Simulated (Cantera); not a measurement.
Charge: 1 mol CH3F, 0.11 mol CH4, 0.069 mol H2, held at 1.00 Torr.

These are equilibrium values from Cantera (NASA tables, ideal gas, pure condensed phases), not measurements of a reactor. Candidate condensed phases: C, C6H6, C7H8, C8H18; 95 gas species. Equilibrium is a limit: real reactors are often held back by kinetics, nucleation or transport.

### Question
At 2975 K, list the 7 most abundant gas species with their mole fractions, and the condensed phases.

### Answer
H 0.619, HF 0.212, C3 0.0725, F 0.0324, H2 0.0240, C 0.0221, C2 0.00990. Condensed: gas only.
